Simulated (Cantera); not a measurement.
Feed: 1 mol BCl3, 8.6 mol N2, 12 mol H2.

These are equilibrium values from Cantera (NASA tables, ideal gas, pure condensed phases), not measurements of a reactor. Candidate condensed phases: B, BN, NH4Cl; 21 gas species. N2 is the only nitrogen source here; it is nearly inert below about 1500 K, so the nitride shown seldom forms there in practice. The tables' values for BCl2 are old estimates. The numbers say what is thermodynamically allowed, not how fast it happens.

What condenses at these points (T in °C, P in Pa): (1077, 320); (1227, 10000); (627, 3200); (1827, 320); (477, 100)?


| T (°C) | P in Pa | condensed phases | B condensed (%) |
|---|---|---|---|
| 1077 | 320 | BN | 100.0 |
| 1227 | 10000 | BN | 100.0 |
| 627 | 3200 | BN | 100.0 |
| 1827 | 320 | gas only | 0.0 |
| 477 | 100 | BN | 100.0 |
